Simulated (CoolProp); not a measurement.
A Linde-Hampson liquefier for dry air: isothermal reversible compression at 300 K from 1 atm to 10 MPa, throttling to 1 atm, return gas leaving the recuperator 10 K below the feed. Each further row changes one setting.

Values from CoolProp's reference Helmholtz-energy equation of state, Lemmon 2000. It is a pseudo-pure fit of the blend.

```tsv
case	liquid yield per pass	compression work (kJ/kg of gas)
as stated	…	394
high pressure 20 MPa	…	454
warm-end temperature 330 K	0.013	435
warm-end gap 15 K	…	394
```

Question: Fill in the missing entries.

Answer: 
- as stated, liquid yield per pass: 0.024
- high pressure 20 MPa, liquid yield per pass: 0.059
- warm-end gap 15 K, liquid yield per pass: 0.012
